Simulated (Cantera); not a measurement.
An adiabatic, constant-pressure homogeneous reactor starts with H₂ : O₂ : N₂ = 1 : 0.455 : 1.71 (molar parts), at 1475 K and 1.01 bar. Integrator tolerance rtol = 1e-08.

Cantera simulation using GRI-Mech 3.0 (53 species, 325 reactions); the numbers are that mechanism's predictions, not measurements.

**Question.** What does this change do: constant volume in place of constant pressure?

**Answer.** 
| quantity | before | after |
|---|---|---|
| time of steepest temperature rise | 14.1 µs | 13.9 µs |
| temperature at 0.200 s | 2855 K | 2999 K |
| equilibrium temperature | 2855 K | 2999 K |
| x(H₂) at 0.200 s | 0.0679 (gas-phase equilibrium 0.0679) | 0.0740 (gas-phase equilibrium 0.0740) |
| x(O₂) at 0.200 s | 0.0102 (gas-phase equilibrium 0.0102) | 0.0114 (gas-phase equilibrium 0.0114) |
| x(H₂O₂) at 0.200 s | 3.59e-7 (gas-phase equilibrium 3.59e-7) | 6.10e-7 (gas-phase equilibrium 6.10e-7) |
| x(H) at 0.200 s | 0.0258 (gas-phase equilibrium 0.0258) | 0.0315 (gas-phase equilibrium 0.0315) |
| x(N₂O) at 0.200 s | 3.76e-7 (gas-phase equilibrium 3.76e-7) | 6.47e-7 (gas-phase equilibrium 6.47e-7) |
| x(H₂O) at 0.200 s | 0.256 (gas-phase equilibrium 0.256) | 0.241 (gas-phase equilibrium 0.241) |
| x(HO₂) at 0.200 s | 5.34e-6 (gas-phase equilibrium 5.34e-6) | 8.65e-6 (gas-phase equilibrium 8.65e-6) |
Above 3000 K some thermodynamic fits are extrapolated.

**Question.** What does this change do: initial temperature 1475 to 1100 K?

**Answer.** 
```json
[
 {"quantity": "time of steepest temperature rise", "before": "14.1 µs", "after": "89.3 µs"},
 {"quantity": "temperature at 0.200 s", "before": "2855 K", "after": "2737 K"},
 {"quantity": "equilibrium temperature", "before": "2855 K", "after": "2737 K"},
 {"quantity": "x(H₂) at 0.200 s", "before": "0.0679 (gas-phase equilibrium 0.0679)", "after": "0.0574 (gas-phase equilibrium 0.0574)"},
 {"quantity": "x(O₂) at 0.200 s", "before": "0.0102 (gas-phase equilibrium 0.0102)", "after": "0.00696 (gas-phase equilibrium 0.00696)"},
 {"quantity": "x(H₂O₂) at 0.200 s", "before": "3.59e-7 (gas-phase equilibrium 3.59e-7)", "after": "2.66e-7 (gas-phase equilibrium 2.66e-7)"},
 {"quantity": "x(H) at 0.200 s", "before": "0.0258 (gas-phase equilibrium 0.0258)", "after": "0.0156 (gas-phase equilibrium 0.0156)"},
 {"quantity": "x(N₂O) at 0.200 s", "before": "3.76e-7 (gas-phase equilibrium 3.76e-7)", "after": "2.67e-7 (gas-phase equilibrium 2.67e-7)"},
 {"quantity": "x(H₂O) at 0.200 s", "before": "0.256 (gas-phase equilibrium 0.256)", "after": "0.282 (gas-phase equilibrium 0.282)"},
 {"quantity": "x(HO₂) at 0.200 s", "before": "5.34e-6 (gas-phase equilibrium 5.34e-6)", "after": "3.28e-6 (gas-phase equilibrium 3.28e-6)"}
]
```
